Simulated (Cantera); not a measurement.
Input: 1 mol Si, 5.6 mol HCl, 0.11 mol H2, at 1700 K and 24.0 Pa.

Cantera equilibrium calculation (NASA polynomials, part measured and part estimated; ideal gas, pure solids and liquids). Candidate condensed phases: Si; 19 gas species. The tables' values for SiCl3, SiCl are old estimates; treat these amounts as uncertain. Kinetics and transport are ignored.

Base state: HCl 0.614, H2 0.198, SiCl2 0.171, Cl 0.0102, H 0.00423, SiCl3 0.00294, SiCl 0.000245, SiCl4 9.97e-5 (mole fractions); condensed: gas only.

What changes in the equilibrium state with this change: pressure from 24.0 Pa to 4.30 mbar?


```csv
species,before,after
HCl,0.614,0.617
H2,0.198,0.204
SiCl2,0.171,0.163
SiCl3,0.00294,0.0117
Cl,0.0102,0.00239
Si,7.07e-5,3.84e-6
SiHCl3,6.21e-6,0.000106
```
